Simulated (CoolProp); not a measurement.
Vapour-liquid equilibrium of R22 (1) + R152A (2) at 206.7 K; x and y are mole fractions of (1).

Model: multi-fluid Helmholtz-energy mixture model, Kamei 1995 and Outcalt 1996; pair parameters Bell 2016, in CoolProp.

Task: Give the bubble pressure and the first vapour's composition at x = 0.35, 0.65, 0.85. Is there an azeotrope?

Result: x = 0.35: 14.28 kPa, y = 0.560; x = 0.65: 19.10 kPa, y = 0.834; x = 0.85: 22.78 kPa, y = 0.946. No azeotrope shows between x = 0.05 and 0.95.

Pair parameters are fitted to limited data, so mixtures are less certain than the pure fluids.
